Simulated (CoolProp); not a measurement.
A Linde-Hampson liquefier for nitrogen: isothermal reversible compression at 300 K from 1 atm to 5 MPa, throttling to 1 atm, return gas leaving the recuperator 2 K below the feed. Each further row changes one setting.

Computed with CoolProp (reference Helmholtz-energy equation of state, Span 2000).

```tsv
case	liquid yield per pass	compression work (kJ/kg of gas)
as stated	0.019	347
high pressure 10 MPa	___	___
warm-end temperature 330 K	___	___
warm-end gap 7 K	___	347
```

Question: Complete the blanks.

Answer: 
- high pressure 10 MPa, liquid yield per pass: 0.040
- high pressure 10 MPa, compression work (kJ/kg of gas): 408
- warm-end temperature 330 K, liquid yield per pass: 0.013
- warm-end temperature 330 K, compression work (kJ/kg of gas): 382
- warm-end gap 7 K, liquid yield per pass: 0.007
